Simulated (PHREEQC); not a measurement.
Solution (25 °C): 0.00067 mol KHCO3, 0.0079 mol Na2CO3 and 3.9e-06 mol KCl per kg of water. Closed to the air; pH follows from the charge balance.

All values are PHREEQC results (ion-association model, wateq4f.dat), not measurements.

No solid was allowed to form.

Problem. Order these C species by the share of C that they hold, largest first: HCO3-, NaHCO3, NaCO3-, CO3-2.

Solution. CO3-2 (72 %), HCO3- (16 %), NaCO3- (11 %), NaHCO3 (0.10 %)

The pH is 10.80 and the ionic strength 0.0217 mol/kgw. Species that the database lacks are ignored.
